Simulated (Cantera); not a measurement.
## Thermodynamics of metals in furnace atmospheres, feed Pb + H₂S + H₂

Charge: 1 mol Pb, 2.5 mol H₂S, 11 mol H₂, equilibrated at 800000 Pa.

Equilibrium computed with Cantera from the NASA thermochemical tables; the gas is ideal and each condensed phase is pure. Candidate condensed phases: Pb, PbS, S; 10 gas species. Kinetics and transport are ignored.

| T (K) | log p H₂ | log p H₂S | log p PbS | log p Pb | n Pb(l) |
|---|---|---|---|---|---|
| 1473 | 0.82 | 0.08 | -0.62 | -1.73 | 0.553 |
| 1523 | 0.82 | 0.04 | -0.50 | -1.51 | 0.385 |
| 1573 | 0.82 | -0.01 | -0.39 | -1.32 | 0.187 |
| 1623 | 0.82 | -0.05 | -0.32 | -1.16 | 0 |
| 1673 | 0.82 | -0.05 | -0.32 | -1.13 | 0 |
| 1723 | 0.82 | -0.06 | -0.33 | -1.09 | 0 |
| 1773 | 0.82 | -0.06 | -0.33 | -1.06 | 0 |
log p: log10 of the partial pressure in bar; n: condensed amount in mol.

From 1473 K to 1573 K the condensed part is Pb(l). From 1623 K to 1773 K nothing is condensed. The main Pb-bearing gas is PbS throughout.
